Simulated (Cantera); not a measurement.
Charge: 1 mol SiCl4, 0.59 mol NO, 4.6 mol N2, equilibrated at 1225 K and 10.0 mbar.

Method: chemical equilibrium by Gibbs-energy minimisation in Cantera with the NASA 1993 tables (ideal gas, pure condensed phases). Candidate condensed phases: Si, SiO2, Si2N2O, Si3N4; 23 gas species. The tables hold silica as quartz up to 1696 K and as liquid above; real silica turns to tridymite and cristobalite and melts near 1996 K. The numbers say what is thermodynamically allowed, not how fast it happens.

Base state: N2 0.784, SiCl4 0.113, Cl2 0.0855, Cl 0.0179 (mole fractions); condensed: SiO2(β-quartz).

**Question.** What changes in the equilibrium state with this change: temperature from 1225 K to 1823.15 K?

**Answer.** 
| species | before | after |
|---|---|---|
| N2 | 0.784 | 0.695 |
| Cl | 0.0179 | 0.200 |
| SiCl4 | 0.113 | 0.0742 |
| Cl2 | 0.0855 | 0.00322 |
| SiCl3 | 9.69e-7 | 0.0174 |
| SiCl2 | <1e-9 | 0.00634 |
| SiO | <1e-9 | 0.00417 |
| SiO2(β-quartz), mol | 0.295 | 0 |
| SiO2(condensed), mol | 0 | 0.280 |
The tables' values for SiCl3 are old estimates; treat these amounts as uncertain.

**Question.** What changes in the equilibrium state with this change: NO from 0.59 to 0.19 mol?

**Answer.** 
| species | before | after |
|---|---|---|
| N2 | 0.784 | 0.807 |
| SiCl4 | 0.113 | 0.156 |
| Cl2 | 0.0855 | 0.0276 |
| Cl | 0.0179 | 0.0101 |
| SiO2(β-quartz), mol | 0.295 | 0.0950 |

**Question.** What changes in the equilibrium state with this change: temperature from 1225 K to 500 K?

**Answer.** 
| species | before | after |
|---|---|---|
| N2 | 0.784 | 0.791 |
| SiCl4 | 0.113 | 0.114 |
| Cl2 | 0.0855 | 0.0953 |
| Cl | 0.0179 | <1e-9 |
| SiO2(β-quartz), mol | 0.295 | 0 |
| SiO2(α-quartz), mol | 0 | 0.295 |
